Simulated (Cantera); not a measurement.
An isothermal, constant-pressure homogeneous reactor starts with 65.2 % NH3, 34.8 % N2, at 1575 K and 0.543 atm.

Detailed kinetics in Cantera: the gas-phase N/H chemistry of the illustrative SiF4/NH3 mechanism in the Surface Chemkin manual (1991). Walls and surfaces, which speed up NH3 decomposition in real reactors, are not modelled.

Predict: x(NH3) at 5.00 s; x(N) at 5.00 s; x(H2) at 5.00 s; x(N2) at 5.00 s; x(N2H4) at 5.00 s; x(NH2) at 5.00 s; x(NH) at 5.00 s.

x(NH3) at 5.00 s: 0.460 (gas-phase equilibrium 7.89e-6)
x(N) at 5.00 s: 5.59e-9 (gas-phase equilibrium <1e-12)
x(H2) at 5.00 s: 0.175 (gas-phase equilibrium 0.592)
x(N2) at 5.00 s: 0.366 (gas-phase equilibrium 0.408)
x(N2H4) at 5.00 s: 6.64e-8 (gas-phase equilibrium <1e-12)
x(NH2) at 5.00 s: 5.57e-5 (gas-phase equilibrium 1.35e-9)
x(NH) at 5.00 s: 2.16e-7 (gas-phase equilibrium 7.84e-12)
